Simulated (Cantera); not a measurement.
Feed: 1 mol Si, 15 mol HBr, 2.3 mol N2, held at 32.0 mbar.

Method: chemical equilibrium by Gibbs-energy minimisation in Cantera with the NASA 1993 tables (ideal gas, pure condensed phases). Candidate condensed phases: Br2, Si, Si3N4; 28 gas species. The tables' values for SiBr3 are old estimates; treat these amounts as uncertain. Kinetics and transport are ignored.

Q: At 1225 °C, list the 6 most abundant gas species with their mole fractions, and the condensed phases.

A: HBr 0.687, N2 0.135, H2 0.0973, SiBr2 0.0280, SiBr4 0.0246, Br 0.0214. Condensed: gas only.
